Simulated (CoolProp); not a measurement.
Vapour-liquid equilibrium of CH2F2 (R32) (1) + dimethyl ether (2) at -82.75 °C; x and y are mole fractions of (1).

Computed with CoolProp (multi-fluid Helmholtz-energy mixture model, Tillner-Roth 1997 and Wu 2011; pair parameters Bell 2016).

```csv
x,"bubble pressure, mixture model (MPa)","bubble pressure, Raoult's law (MPa)","y, mixture model","y, Raoult's law"
0.05,0.003792,0.003844,0.189,0.200
0.2,0.005681,0.005659,0.548,0.542
0.35,0.007715,0.007475,0.732,0.718
0.5,0.009690,0.009290,0.836,0.826
0.65,0.01151,0.01111,0.900,0.898
0.8,0.01317,0.01292,0.947,0.950
0.95,0.01479,0.01474,0.987,0.989
```

The largest gap from Raoult's law is +4.3 % in bubble pressure, at x = 0.5. No azeotrope shows between x = 0.05 and 0.95.

The pair parameters rest on a limited set of measurements; away from them the model extrapolates. The gap from Raoult's law changes sign with composition, which may be real or a fault of the pair parameters; it wasn't checked against measurements.
